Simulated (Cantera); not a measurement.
Input: 1 mol CCl4, 0.51 mol HCl, equilibrated at 3425 K and 1.80 mbar.

These are equilibrium values from Cantera (NASA tables, ideal gas, pure condensed phases), not measurements of a reactor. Candidate condensed phases: C, C6H6, C7H8, C8H18; 91 gas species. The tables' values for CCl are old estimates; treat these amounts as uncertain. Equilibrium is a limit: real reactors are often held back by kinetics, nucleation or transport.

Base state: Cl 0.778, C 0.109, H 0.0871, C3 0.0128, C2 0.0126, HCl 0.000744, C2H 5.86e-5, H2 5.54e-5 (mole fractions); condensed: gas only.

Q: What changes in the equilibrium state with this change: CCl4 replaced by C2F6?

A: 
```json
[
 {"species": "F", "before": "0", "after": "0.690"},
 {"species": "C", "before": "0.109", "after": "0.127"},
 {"species": "Cl", "before": "0.778", "after": "0.0621"},
 {"species": "H", "before": "0.0871", "after": "0.0438"},
 {"species": "CF", "before": "0", "after": "0.0224"},
 {"species": "HF", "before": "0", "after": "0.0182"},
 {"species": "C3", "before": "0.0128", "after": "0.0201"},
 {"species": "C2", "before": "0.0126", "after": "0.0170"},
 {"species": "CF2", "before": "0", "after": "0.000107"},
 {"species": "HCl", "before": "0.000744", "after": "2.99e-5"},
 {"species": "CCl", "before": "3.64e-5", "after": "3.38e-6"},
 {"species": "H2", "before": "5.54e-5", "after": "1.40e-5"}
]
```
The feed counts by its element totals alone.
